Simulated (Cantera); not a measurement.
Cantera run:

```python
import numpy as np
import cantera as ct

gas_names = """
    SiF4 N2O SiO F N2
""".split()
cond_names = """

""".split()


# ... load() reads the species with a 1 bar reference pressure and builds the phases ...
species = {s.name: s for s in load("nasa_gas.yaml", gas_names) + load("nasa_condensed.yaml", cond_names)}
# Each term lists the table entries of one substance; the one whose range holds T is used.
reactions = {
    'SiF4(g) + N2O(g) = SiO(g) + 4 F(g) + N2(g)':
        [(-1, ['SiF4']), (-1, ['N2O']), (1, ['SiO']), (4, ['F']), (1, ['N2'])],
}


def pick(names, T):
    return next(species[n] for n in names if species[n].thermo.min_temp <= T <= species[n].thermo.max_temp)


results = []
for label, terms in reactions.items():
    print(label)
    print("     T/K   dH/kJ  dS/(J/K)   dG/kJ   log10 K")
    for T in [300, 1148, 1173, 1198, 1223, 1248]:
        used = [(nu, pick(names, T)) for nu, names in terms]
        dH = sum(nu * s.thermo.h(T) for nu, s in used) / 1e6
        dS = sum(nu * s.thermo.s(T) for nu, s in used) / 1e3
        dG = dH - T * dS / 1e3
        logK = -dG * 1e6 / (ct.gas_constant * T * np.log(10))
        results.append((label, T, dH, dS, dG, logK, [s.name for _, s in used]))
        print(f"{T:8g} {dH:8.1f} {dS:8.1f} {dG:8.1f} {logK:8.2f}")
```

Output:

```
SiF4(g) + N2O(g) = SiO(g) + 4 F(g) + N2(g)
     T/K   dH/kJ  dS/(J/K)   dG/kJ   log10 K
     300   1750.6    535.7   1589.9  -276.82
    1148   1756.3    551.1   1123.7   -51.13
    1173   1756.2    550.9   1110.0   -49.43
    1198   1756.0    550.8   1096.2   -47.79
    1223   1755.9    550.7   1082.4   -46.23
    1248   1755.7    550.5   1068.6   -44.73
```

Cantera with NASA thermochemical tables; ideal gases at 1 bar, condensed phases pure. Condensed species are held in their standard states even where they would react or evaporate.
